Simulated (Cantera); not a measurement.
Cantera run, input and output.

```python
import numpy as np
import cantera as ct

gas = ct.Solution("gri30.yaml")
gas.TPX = 1350, 100000, {'C3H8': 1, 'O2': 2.94, 'N2': 11.1}
reactor = ct.IdealGasReactor(gas, energy="on", clone=False)
net = ct.ReactorNet([reactor])
net.rtol, net.atol = 1e-08, 1e-16
show = ['C3H8', 'O2', 'H2', 'NO', 'C2H6', 'HCN', 'CH3']
times = np.geomspace(6e-06, 9, 16)

steps = ct.SolutionArray(gas, extra=["t"])
rows = []
print(f"{'t/s':>10s}{'T/K':>9s}{'P/Pa':>11s}" + "".join(f"{s:>11s}" for s in show))
for t in times:
    while net.time < t:
        t_next = net.step()
        steps.append(gas.state, t=t_next)
    rows.append([np.interp(t, steps.t, y) for y in (steps.T, steps.P, *steps(*show).X.T)])
    print(f"{t:10.3e}{rows[-1][0]:9.1f}{rows[-1][1]:11.4g}" + "".join(f"{x:11.3e}" for x in rows[-1][2:]))
rate = np.gradient(steps.T, steps.t)
print("integrator steps:", len(steps.t))
if steps.T.max() > steps.T[0] + 200:
    print(f"time of steepest temperature rise: {steps.t[rate.argmax()]:.4e} s")
gas.TPX = 1350, 100000, {'C3H8': 1, 'O2': 2.94, 'N2': 11.1}
gas.equilibrate("UV")
print(f"equilibrium (UV): T = {gas.T:.1f} K  " + "  ".join(f"{s} {gas[s].X[0]:.3e}" for s in show))
```

It prints:

```
       t/s      T/K       P/Pa       C3H8         O2         H2         NO       C2H6        HCN        CH3
 6.000e-06   1349.2  9.996e+04  6.638e-02  1.954e-01  1.933e-05  4.428e-16  4.904e-07  5.725e-17  9.410e-05
 1.548e-05   1348.1   9.99e+04  6.612e-02  1.953e-01  7.850e-05  4.053e-15  1.015e-05  2.235e-15  2.622e-04
 3.996e-05   1346.7  9.991e+04  6.504e-02  1.948e-01  3.400e-04  6.228e-14  1.564e-04  6.167e-14  5.617e-04
 1.031e-04   1347.3  1.003e+05  6.187e-02  1.932e-01  1.150e-03  3.483e-13  8.638e-04  3.866e-13  6.322e-04
 2.661e-04   1358.2  1.022e+05  5.139e-02  1.868e-01  4.294e-03  2.279e-12  2.693e-03  2.732e-12  7.082e-04
 6.868e-04   2876.9  2.606e+05  5.407e-35  6.319e-04  8.530e-02  1.107e-03  9.777e-24  7.693e-08  1.499e-11
 1.773e-03   2872.5  2.603e+05  5.857e-35  6.033e-04  8.581e-02  1.887e-03  1.036e-23  1.201e-07  1.528e-11
 4.574e-03   2872.4  2.603e+05  5.870e-35  6.026e-04  8.582e-02  1.908e-03  1.038e-23  1.213e-07  1.528e-11
 1.181e-02   2872.4  2.603e+05  5.870e-35  6.026e-04  8.582e-02  1.908e-03  1.038e-23  1.213e-07  1.528e-11
 3.047e-02   2872.4  2.603e+05  5.870e-35  6.026e-04  8.582e-02  1.908e-03  1.038e-23  1.213e-07  1.528e-11
 7.862e-02   2872.4  2.603e+05  5.870e-35  6.026e-04  8.582e-02  1.908e-03  1.038e-23  1.213e-07  1.528e-11
 2.029e-01   2872.4  2.603e+05  5.870e-35  6.026e-04  8.582e-02  1.908e-03  1.038e-23  1.213e-07  1.528e-11
 5.236e-01   2872.4  2.603e+05  5.870e-35  6.026e-04  8.582e-02  1.908e-03  1.038e-23  1.213e-07  1.528e-11
 1.351e+00   2872.4  2.603e+05  5.870e-35  6.026e-04  8.582e-02  1.908e-03  1.038e-23  1.213e-07  1.528e-11
 3.487e+00   2872.4  2.603e+05  5.870e-35  6.026e-04  8.582e-02  1.908e-03  1.038e-23  1.213e-07  1.528e-11
 9.000e+00   2872.4  2.603e+05  5.870e-35  6.026e-04  8.582e-02  1.908e-03  1.038e-23  1.213e-07  1.528e-11
integrator steps: 1801
time of steepest temperature rise: 4.3765e-04 s
equilibrium (UV): T = 2872.4 K  C3H8 8.318e-35  O2 6.026e-04  H2 8.582e-02  NO 1.908e-03  C2H6 1.333e-23  HCN 1.213e-07  CH3 1.756e-11
```

Cantera simulation using GRI-Mech 3.0 (53 species, 325 reactions); the numbers are that mechanism's predictions, not measurements. GRI-Mech 3.0 was tuned for natural gas; its chemistry of propane as a main component is partial and can be far from experiment.
